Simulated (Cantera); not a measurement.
Charge: 1 mol SiC, 0.35 mol C, 0.041 mol N2, at 1.33 mbar.

Equilibrium computed with Cantera from the NASA thermochemical tables; the gas is ideal and each condensed phase is pure. Candidate condensed phases: C, Si, SiC, Si3N4; 32 gas species. Ions and electrons are included (thermal ionisation). Equilibrium is a limit: real reactors are often held back by kinetics, nucleation or transport.

Task: Which condensed phases are stable at each of these points (T (K)): 2000, 2500, 3000, 3500, 4000, 4500, 5000?

Result: 
```tsv
T (K)	condensed phases	Si condensed (%)
2000	C(graphite) + SiC(s)	100.0
2500	C(graphite)	0.0
3000	gas only	0.0
3500	gas only	0.0
4000	gas only	0.0
4500	gas only	0.0
5000	gas only	0.0
```

At 2000 K the condensed part is C(graphite) + SiC(s). At 2500 K the condensed part is C(graphite). From 3000 K to 5000 K nothing is condensed.
